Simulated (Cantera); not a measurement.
Charge: 1 mol SO2, 0.054 mol H2, at 1848 K and 430000 Pa.

These are equilibrium values from Cantera (NASA tables, ideal gas, pure condensed phases), not measurements of a reactor. Candidate condensed phases: H2O, H2SO4, S; 19 gas species. Equilibrium is a limit: real reactors are often held back by kinetics, nucleation or transport.

Base state: SO2 0.927, H2O 0.0500, SO 0.0108, S2 0.00823, S2O 0.00178, H2 0.00145, H2S 0.000252, SH 0.000171 (mole fractions); condensed: gas only.

**Question.** What changes in the equilibrium state with this change: temperature from 1848 K to 1475 K?

**Answer.** 
```json
[
 {"species": "SO2", "before": "0.927", "after": "0.934"},
 {"species": "H2O", "before": "0.0500", "after": "0.0510"},
 {"species": "S2", "before": "0.00823", "after": "0.0104"},
 {"species": "SO", "before": "0.0108", "after": "0.00156"},
 {"species": "OH", "before": "2.47e-5", "after": "3.76e-7"},
 {"species": "S", "before": "4.74e-5", "after": "1.49e-6"},
 {"species": "SH", "before": "0.000171", "after": "3.32e-5"}
]
```

**Question.** What changes in the equilibrium state with this change: SO2 replaced by CO2?

**Answer.** 
```tsv
species	before	after
CO2	0	0.898
CO	0	0.0506
H2O	0.0500	0.0505
SO2	0.927	0
SO	0.0108	0
S2	0.00823	0
S2O	0.00178	0
H2S	0.000252	0
SH	0.000171	0
```
Further candidate phases: C, C6H6, C7H8, C8H18.

**Question.** What changes in the equilibrium state with this change: H2 from 0.054 to 8.9 mol?

**Answer.** 
| species | before | after |
|---|---|---|
| H2 | 0.00145 | 0.671 |
| H2O | 0.0500 | 0.223 |
| H2S | 0.000252 | 0.0969 |
| SO2 | 0.927 | 7.12e-5 |
| SO | 0.0108 | 8.61e-5 |
| SO3 | 2.38e-5 | <1e-9 |
| S2O | 0.00178 | 1.18e-5 |
| H | 9.73e-6 | 0.000209 |
| SH | 0.000171 | 0.00306 |
